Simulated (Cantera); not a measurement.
Input: 1 mol Ta(OEt)5, 3 mol O2, 24 mol H2, at 1350 K and 1 atm.

These are equilibrium values from Cantera (NASA tables, ideal gas, pure condensed phases), not measurements of a reactor. Candidate condensed phases: C, C6H6, C7H8, C8H18, H2O, Ta, TaC, Ta2O5; 113 gas species. The feed counts by its element totals alone. Mutual solubility and eutectic melting of coexisting phases are not modelled. TaC: taken at fixed stoichiometry. Condensed phases not in the tables: Ta2C. Kinetics and transport are ignored.

Base state: H2 0.790, CO 0.206, H2O 0.00209, CH4 0.00165, CO2 0.000278 (mole fractions); condensed: TaC(s) + Ta2O5(s).

**Question.** What changes in the equilibrium state with this change: temperature from 1350 K to 1125 K?

**Answer.** 
```tsv
species	before	after
H2	0.790	0.789
CO	0.206	0.181
CH4	0.00165	0.0182
H2O	0.00209	0.00932
CO2	0.000278	0.00195
TaC(s), mol	0.438	0
Ta2O5(s), mol	0.281	0.500
C(graphite), mol	0	1.20
```

**Question.** What changes in the equilibrium state with this change: pressure from 1 atm to 0.133 bar?

**Answer.** 
```csv
species,before,after
H2,0.790,0.791
CO,0.206,0.207
H2O,0.00209,0.00118
CH4,0.00165,5.13e-5
CO2,0.000278,0.000157
"TaC(s), mol",0.438,0.445
"Ta2O5(s), mol",0.281,0.277
```

**Question.** What changes in the equilibrium state with this change: temperature from 1350 K to 1898 K?

**Answer.** 
| species | before | after |
|---|---|---|
| H2 | 0.790 | 0.788 |
| CO | 0.206 | 0.206 |
| H2O | 0.00209 | 0.00430 |
| CH4 | 0.00165 | 2.45e-6 |
| H | 2.10e-6 | 0.000689 |
| CO2 | 0.000278 | 0.000268 |
| TaC(s), mol | 0.438 | 0.489 |
| Ta2O5(s), mol | 0.281 | 0.256 |
